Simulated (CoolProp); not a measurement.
Aqueous propylene glycol as a coolant, 21 % by mass, freezing at -7.7 °C, 1 atm.

Computed with CoolProp (Melinder's fits for secondary coolants).

```tsv
T (°C)	conductivity (W/(m K))	viscosity (mPa s)	cp (kJ/(kg K))	density (kg/m³)
-5.6	0.461	5.86	3.912	1022
-0.2	0.467	4.57	3.923	1021
5.3	0.472	3.61	3.935	1020
10.8	0.478	2.91	3.946	1019
16.2	0.483	2.39	3.958	1017
21.7	0.489	1.99	3.970	1015
27.1	0.494	1.69	3.981	1013
32.6	0.500	1.45	3.993	1011
38.1	0.505	1.26	4.005	1008
```
